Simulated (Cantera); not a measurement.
Standard-state values (1 bar) from the NASA 1993 polynomials, evaluated with Cantera. Values are per mole of reaction as written; species without (g) are pure solids or liquids, kept so even where they would boil at 1 bar. TaC: taken at fixed stoichiometry.

5 O(g) + 2 Ta → Ta₂O₅, with ΔH° = -3291.9 kJ and ΔS° = -745.2 J/K at 300 K.

Question: How far is the shortcut ΔG° ≈ ΔH°(300 K) − T·ΔS°(300 K) from the full temperature-dependent value at 1623, 1698, 1773, 1848, 1923, 1998, 2073, 2148, 2223, 2298 K?

Answer: 
| T (K) | shortcut (kJ) | full (kJ) | difference (kJ) | difference in log10 K | condensed phases |
|---|---|---|---|---|---|
| 1623 | -2082.4 | -2084.1 | 1.6 | -0.05 | Ta(s), Ta₂O₅(s) |
| 1698 | -2026.5 | -2029.2 | 2.7 | -0.08 | Ta(s), Ta₂O₅(s) |
| 1773 | -1970.6 | -1974.5 | 3.9 | -0.11 | Ta(s), Ta₂O₅(s) |
| 1848 | -1914.8 | -1919.9 | 5.2 | -0.15 | Ta(s), Ta₂O₅(s) |
| 1923 | -1858.9 | -1865.4 | 6.5 | -0.18 | Ta(s), Ta₂O₅(s) |
| 1998 | -1803.0 | -1811.0 | 8.0 | -0.21 | Ta(s), Ta₂O₅(s) |
| 2073 | -1747.1 | -1757.5 | 10.4 | -0.26 | Ta(s), Ta₂O₅(l) |
| 2148 | -1691.2 | -1707.7 | 16.5 | -0.40 | Ta(s), Ta₂O₅(l) |
| 2223 | -1635.3 | -1658.1 | 22.8 | -0.54 | Ta(s), Ta₂O₅(l) |
| 2298 | -1579.4 | -1608.7 | 29.3 | -0.67 | Ta(s), Ta₂O₅(l) |
The shortcut ignores heat capacities and the phase changes listed.
